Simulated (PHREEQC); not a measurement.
Solution (22 °C): 6.7 mmol/kgw H2SiF6. Closed to the air; pH follows from the charge balance.

Equilibrium calculation in PHREEQC: ion-association model, phreeqc.dat.

Question: The ionic strength comes out as 0.0184 mol/kgw. What activity coefficients do SiF6-2, F-, HF2-, H+ get?

Answer: SiF6-2 0.60, F- 0.87, HF2- 0.87, H+ 0.89.

This is a speciation only: nothing precipitates in the calculation. Saturation is exceeded, for instance for Quartz (slow to form), Chalcedony (slow to form); the values hold only as long as no solid forms. Complexes and solids missing from the database can't appear. SiF6-2 is the database's only silicon fluoride.
